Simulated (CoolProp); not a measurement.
A single-stage vapour-compression cycle with ethylene: evaporating at 209.15 K (dew point), condensing at 264.15 K (bubble point), superheat 10 K, subcooling 2 K, compressor efficiency 0.85, no pressure losses. Each further row changes one setting.

Computed with CoolProp (reference Helmholtz-energy equation of state, Smukala 2000).

| case | cooling COP | pressure ratio | discharge temperature (K) | refrigerating effect (kJ/kg) | volumetric capacity (kJ/m³) |
|---|---|---|---|---|---|
| as stated | … | 5.10 | 328.5 | 272 | 3040 |
| evaporating temperature 214.15 K | 2.40 | 4.25 | 322.0 | 275 | 3670 |
| condensing temperature 259.15 K | … | 4.52 | … | 290 | … |
| subcooling 7 K | 2.22 | 5.10 | 328.5 | 291 | 3250 |
| superheat 20 K | 2.06 | 5.10 | … | … | … |
| compressor efficiency 0.75 | 1.83 | 5.10 | … | 272 | 3040 |

### Question
Complete the blanks.

### Answer

- as stated, cooling COP: 2.07
- condensing temperature 259.15 K, cooling COP: 2.42
- condensing temperature 259.15 K, discharge temperature (K): 319.6
- condensing temperature 259.15 K, volumetric capacity (kJ/m³): 3240
- superheat 20 K, discharge temperature (K): 340.2
- superheat 20 K, refrigerating effect (kJ/kg): 287
- superheat 20 K, volumetric capacity (kJ/m³): 3020
- compressor efficiency 0.75, discharge temperature (K): 337.3
